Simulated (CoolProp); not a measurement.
The numbers come from the reference Helmholtz-energy equation of state, Platzer 1990 in CoolProp. This equation is an older, rougher fit; its heat capacities, sound speeds and derivatives of the liquid may be far off and weren't checked against measurements.

Problem. Give the vapour pressure (MPa), vapour density (kg/m³), enthalpy of vaporisation (kJ/kg), surface tension (mN/m) of saturated CF4 (R14) at 185.8, 197.3, 208.7 K.

Solution. 
```tsv
T (K)	p (MPa)	vapour density (kg/m³)	enthalpy of vaporisation (kJ/kg)	surface tension (mN/m)
185.8	0.900	62.3	106	5.16
197.3	1.41	100	93.5	3.46
208.7	2.09	161	77.8	1.92
```

Surface tension comes from a separate correlation (Mulero 2012).
